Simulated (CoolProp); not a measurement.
Vapour-liquid equilibrium of dimethyl ether (1) + ethanol (2) at 11.05 °C; x and y are mole fractions of (1).

Computed with CoolProp (multi-fluid Helmholtz-energy mixture model, Wu 2011 and Schroeder 2014; pair parameters Bell 2016).

```tsv
x	bubble pressure, mixture model (bar)	bubble pressure, Raoult's law (bar)	y, mixture model	y, Raoult's law
0.05	0.3631	0.2251	0.910	0.858
0.2	…	0.7993	0.976	0.966
0.35	…	1.374	…	0.984
0.5	2.398	1.948	0.991	0.991
0.65	…	2.522	0.993	0.995
0.8	3.200	3.096	…	0.998
0.95	3.667	3.670	0.999	1.000
```

Q: Fill in the missing entries.

A: 
- 0.2, bubble pressure, mixture model (bar): 1.220
- 0.35, bubble pressure, mixture model (bar): 1.888
- 0.35, y, mixture model: 0.986
- 0.65, bubble pressure, mixture model (bar): 2.810
- 0.8, y, mixture model: 0.996

The largest gap from Raoult's law is +61.3 % in bubble pressure, at x = 0.05. No azeotrope shows between x = 0.05 and 0.95.

Pair parameters are fitted to limited data, so mixtures are less certain than the pure fluids. With so large a gap from Raoult's law the liquid may split in two, which this calculation doesn't test in full.
